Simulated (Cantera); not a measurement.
An isothermal, constant-pressure homogeneous reactor starts with CH₄ : H₂O = 1 : 2.3 (molar parts), at 1200 K and 10.0 bar. Integrator tolerance rtol = 1e-08.

Detailed kinetics in Cantera: GRI-Mech 3.0 (53 species, 325 reactions).

**Question.** What does this change do: temperature 1200 to 2023 K?

**Answer.** 
| quantity | before | after |
|---|---|---|
| x(CH₄) at 100 s | 0.258 (gas-phase equilibrium 0.00570) | 5.57e-7 (gas-phase equilibrium 6.21e-7) |
| x(H₂O) at 100 s | 0.679 (gas-phase equilibrium 0.215) | 0.230 (gas-phase equilibrium 0.230) |
| x(O) at 100 s | <1e-12 (gas-phase equilibrium <1e-12) | 1.10e-8 (gas-phase equilibrium 1.10e-8) |
| x(C₂H₂) at 100 s | 0.00275 (gas-phase equilibrium 6.55e-10) | 9.80e-11 (gas-phase equilibrium 1.11e-10) |
| x(CH₂O) at 100 s | 2.65e-7 (gas-phase equilibrium 4.26e-7) | 4.10e-7 (gas-phase equilibrium 4.10e-7) |
| x(CH₂CO) at 100 s | 2.01e-6 (gas-phase equilibrium 1.32e-9) | 7.00e-11 (gas-phase equilibrium 7.80e-11) |
| x(C₂H₆) at 100 s | 0.000949 (gas-phase equilibrium 4.22e-8) | <1e-12 (gas-phase equilibrium <1e-12) |

**Question.** What does this change do: pressure from 10.0 bar to 90.0 Torr?

**Answer.** 
| quantity | before | after |
|---|---|---|
| x(CH₄) at 100 s | 0.258 (gas-phase equilibrium 0.00570) | 0.297 (gas-phase equilibrium 9.21e-7) |
| x(H₂O) at 100 s | 0.679 (gas-phase equilibrium 0.215) | 0.694 (gas-phase equilibrium 0.208) |
| x(O) at 100 s | <1e-12 (gas-phase equilibrium <1e-12) | <1e-12 (gas-phase equilibrium <1e-12) |
| x(C₂H₂) at 100 s | 0.00275 (gas-phase equilibrium 6.55e-10) | 0.00181 (gas-phase equilibrium <1e-12) |
| x(CH₂O) at 100 s | 2.65e-7 (gas-phase equilibrium 4.26e-7) | 1.56e-7 (gas-phase equilibrium 5.35e-9) |
| x(CH₂CO) at 100 s | 2.01e-6 (gas-phase equilibrium 1.32e-9) | 1.20e-6 (gas-phase equilibrium <1e-12) |
| x(C₂H₆) at 100 s | 0.000949 (gas-phase equilibrium 4.22e-8) | 0.000121 (gas-phase equilibrium <1e-12) |

**Question.** What does this change do: pressure from 10.0 bar to 5.20 bar?

**Answer.** 
```csv
quantity,before,after
x(CH₄) at 100 s,0.258 (gas-phase equilibrium 0.00570),0.260 (gas-phase equilibrium 0.00167)
x(H₂O) at 100 s,0.679 (gas-phase equilibrium 0.215),0.679 (gas-phase equilibrium 0.210)
x(O) at 100 s,<1e-12 (gas-phase equilibrium <1e-12),<1e-12 (gas-phase equilibrium <1e-12)
x(C₂H₂) at 100 s,0.00275 (gas-phase equilibrium 6.55e-10),0.00460 (gas-phase equilibrium 2.01e-10)
x(CH₂O) at 100 s,2.65e-7 (gas-phase equilibrium 4.26e-7),2.63e-7 (gas-phase equilibrium 2.29e-7)
x(CH₂CO) at 100 s,2.01e-6 (gas-phase equilibrium 1.32e-9),2.82e-6 (gas-phase equilibrium 3.90e-10)
x(C₂H₆) at 100 s,0.000949 (gas-phase equilibrium 4.22e-8),0.000438 (gas-phase equilibrium 3.58e-9)
```
